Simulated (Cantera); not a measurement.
An adiabatic, constant-volume homogeneous reactor starts with CH₃OH : O₂ : N₂ = 1 : 2.14 : 8.06 (molar parts), equivalence ratio 0.70, at 1275 K and 15.8 atm. Integrator tolerance rtol = 1e-08.

Cantera simulation using GRI-Mech 3.0 (53 species, 325 reactions); the numbers are that mechanism's predictions, not measurements. GRI-Mech 3.0 was tuned for natural gas; its chemistry of methanol as a main component is partial and can be far from experiment. The pressure lies above the range GRI-Mech 3.0 was tuned for (to about 10 atm).

| quantity | before | after |
|---|---|---|
| time of steepest temperature rise | 0.346 ms | 0.936 ms |
| temperature at 4.00 s | 2831 K | 2766 K |
| equilibrium temperature | 2831 K | 2766 K |
| x(CH₃OH) at 4.00 s | <1e-12 (gas-phase equilibrium <1e-12) | <1e-12 (gas-phase equilibrium <1e-12) |
| x(O₂) at 4.00 s | 0.0478 (gas-phase equilibrium 0.0478) | 0.0497 (gas-phase equilibrium 0.0497) |
| x(H₂) at 4.00 s | 0.00294 (gas-phase equilibrium 0.00294) | 0.00431 (gas-phase equilibrium 0.00431) |
| x(HCN) at 4.00 s | 6.15e-10 (gas-phase equilibrium 6.15e-10) | 4.01e-10 (gas-phase equilibrium 4.01e-10) |
| x(C₂H₆) at 4.00 s | <1e-12 (gas-phase equilibrium <1e-12) | <1e-12 (gas-phase equilibrium <1e-12) |
| x(H) at 4.00 s | 0.000812 (gas-phase equilibrium 0.000812) | 0.00154 (gas-phase equilibrium 0.00154) |

**Question.** What was changed between the two runs?
A) pressure from 15.8 atm to 3.06 atm
B) pressure from 15.8 atm to 4.15 atm
C) pressure from 15.8 atm to 1.00 atm
D) O2 2.14 to 1 parts

**Answer.** B, pressure from 15.8 atm to 4.15 atm
